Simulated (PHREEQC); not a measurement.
4.5 g of hydrous ferric oxide (600 m²/g; 0.2 weak and 0.005 strong sites per Fe, Dzombak-Morel constants, diffuse double layer) in 1 kg of water with 0.3 mol/kgw of an inert sodium salt and 0.00094 mol/kgw CuCl2 and 0.0068 mol/kgw SrCl2, at 25 °C; the pH is set by adding NaOH or the inert anion's acid. Oxygen alone is held at its pressure in air (log pO2 = -0.68). No CO2 enters from the air. Precipitation was switched off in this run.

Base run: PHREEQC, ion-association model, wateq4f.dat. Each further column changes one thing. The table gives Sr sorbed (%).

```csv
pH,base,no electrostatic term (-no_edl),background salt from 0.3 to 0.03 mol/kgw,oxide from 4.5 to 22 g/kgw,0.0015 mol/kgw Na2SO4 added
4,0.0,0.2,0.0,0.0,0.0
4.5,0.0,0.2,0.0,0.0,0.0
5.5,0.0,0.6,0.0,0.4,0.0
6,0.0,1.3,0.0,1.3,0.1
6.5,0.2,2.2,0.1,4.2,0.2
7.5,1.8,4.4,1.8,16.1,1.9
8,5.0,7.9,6.0,29.1,5.1
8.5,14.0,15.0,17.4,58.8,13.9
9.5,43.9,29.3,48.6,97.3,43.8
10,53.2,32.7,57.7,99.5,53.1
10.5,61.1,37.2,66.4,99.9,60.9
11.5,84.6,60.4,90.2,100.0,84.4
12,93.9,76.2,97.2,100.0,93.8
```

In at least one series the solution becomes supersaturated in solids that the run did not let form, among them Cu(OH)2, Atacamite. The database's constant for dissolved Cu(OH)2 is higher than later reviews accept.
